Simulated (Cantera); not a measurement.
Input: 1 mol Si₃N₄, 0.02 mol CO₂, 2.8 mol N₂, at 26.0 Pa.

These are equilibrium values from Cantera (NASA tables, ideal gas, pure condensed phases), not measurements of a reactor. Candidate condensed phases: C, Si, SiC, SiO₂, Si₂N₂O, Si₃N₄; 34 gas species. Mutual solubility and eutectic melting of coexisting phases are not modelled. The tables' values for SiN are old estimates; treat these amounts as uncertain. Rates play no part. All values below are at 1652 °C.

Base state: N₂ 0.923, Si 0.0669, SiO 0.00632, CO 0.00137, Si₂C 0.00132, Si₂ 0.000575, Si₂N 0.000459, SiN 0.000325 (mole fractions); condensed: Si(l) + SiC(s).

Task: What changes in the equilibrium state with this change: N₂ from 2.8 to 350 mol?

Result: 
```csv
species,before,after
N₂,0.923,0.992
Si,0.0669,0.00829
SiO,0.00632,6.51e-5
Si₃,0.000128,2.44e-7
Si₂C,0.00132,8.43e-6
Si₂,0.000575,8.83e-6
Si₂N,0.000459,7.30e-6
"Si(l), mol",2.58,0
"SiC(s), mol",0.00597,0
```
